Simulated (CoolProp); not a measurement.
Vapour-liquid equilibrium of propane (1) + isobutane (2) at 14.8 bar; x and y are mole fractions of (1).

Values from CoolProp's multi-fluid Helmholtz-energy mixture model, Lemmon 2009 and Bücker 2006; pair parameters Kunz 2012.

| x | bubble temperature, mixture model (°C) | bubble temperature, Raoult's law (°C) | y, mixture model | y, Raoult's law |
|---|---|---|---|---|
| 0.05 | ? | 81.6 | 0.083 | 0.109 |
| 0.125 | 78.4 | 77.2 | ? | 0.251 |
| 0.2 | 74.7 | 73.1 | 0.305 | 0.371 |
| 0.275 | 71.3 | 69.4 | 0.402 | 0.475 |
| 0.35 | 67.9 | 65.9 | 0.491 | 0.564 |
| 0.425 | 64.7 | 62.6 | ? | 0.641 |
| 0.5 | ? | 59.6 | 0.648 | 0.709 |
| 0.575 | 58.6 | 56.7 | 0.716 | 0.769 |
| 0.65 | 55.7 | 54.1 | ? | 0.821 |
| 0.725 | ? | 51.5 | 0.835 | 0.868 |
| 0.8 | 50.2 | 49.2 | ? | 0.909 |
| 0.875 | 47.6 | 46.9 | 0.933 | 0.946 |
| 0.95 | 45.0 | 44.8 | 0.975 | 0.980 |

Question: Some entries are withheld; supply them.

Answer: 
- 0.05, bubble temperature, mixture model (°C): 82.1
- 0.125, y, mixture model: 0.199
- 0.425, y, mixture model: 0.573
- 0.5, bubble temperature, mixture model (°C): 61.6
- 0.65, y, mixture model: 0.778
- 0.725, bubble temperature, mixture model (°C): 52.9
- 0.8, y, mixture model: 0.886

The largest gap from Raoult's law is +2.1 K in bubble temperature, at x = 0.425. No azeotrope shows between x = 0.05 and 0.95.

Pair parameters are fitted to limited data, so mixtures are less certain than the pure fluids.
